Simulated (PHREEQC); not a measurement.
PHREEQC input (Pitzer model, pitzer.dat):

```
SOLUTION 1
  temp 25
  units mol/kgw
  pH 7 charge
END
SELECTED_OUTPUT 1
  -reset false
  -pH true
  -pe true
  -ionic_strength true
  -water true
  -totals Ca Li S
  -molalities H+ Li+ Ca+2 SO4-2 OH- HSO4-
  -equilibrium_phases Portlandite Gypsum Anhydrite
PRINT
  -reset false
USE solution 1
REACTION 1
  Li2SO4 1
  0 0.0333 0.0667 0.1 0.133 0.167 0.2 0.233 0.267 0.3 0.333 0.367 0.4 moles
EQUILIBRIUM_PHASES 1
  Portlandite 0 30
  Gypsum 0 0
  Anhydrite 0 0
END
```

Selected output (columns that matter, 13 of 13 rows; Li2SO4 added (mol) added in front):

```
Li2SO4 added (mol)	pH	mu	Ca	Li	S	m_Li+	m_Ca+2	m_SO4-2	m_OH-	Portlandite	Gypsum
0	12.46	0.060348	0.020116	0	0	0	0.020116	0	0.040232	29.98	0
0.0333	12.58	0.1526	0.020428	0.066621	0.024696	0.066621	0.020428	0.024696	0.058083	29.971	0.0086112
0.0667	12.687	0.2294	0.017028	0.13351	0.044809	0.13351	0.017028	0.044809	0.077944	29.961	0.021927
0.1	12.752	0.31617	0.015843	0.20023	0.068407	0.20023	0.015843	0.068407	0.095101	29.953	0.031671
0.133	12.794	0.40615	0.015382	0.26638	0.093625	0.26638	0.015382	0.093625	0.10989	29.945	0.039509
0.167	12.826	0.50101	0.015222	0.33456	0.12078	0.33456	0.015222	0.12078	0.12344	29.938	0.046418
0.2	12.849	0.59435	0.015222	0.40076	0.14793	0.40076	0.015222	0.14793	0.13534	29.932	0.052348
0.233	12.867	0.68854	0.015309	0.46697	0.17565	0.46697	0.015309	0.17565	0.1463	29.927	0.057719
0.267	12.882	0.78623	0.015452	0.53521	0.20466	0.53521	0.015452	0.20466	0.15679	29.922	0.062802
0.3	12.893	0.88151	0.015624	0.60146	0.23318	0.60146	0.015624	0.23318	0.16636	29.917	0.06739
0.333	12.903	0.97715	0.015817	0.66773	0.26198	0.66773	0.015817	0.26198	0.17541	29.913	0.0717
0.367	12.911	1.076	0.01603	0.73601	0.2919	0.73601	0.01603	0.2919	0.18428	29.908	0.075901
0.4	12.918	1.1722	0.016246	0.80231	0.32114	0.80231	0.016246	0.32114	0.19252	29.904	0.079782
```

In brines, pH and single-ion activities rest on the MacInnes convention.
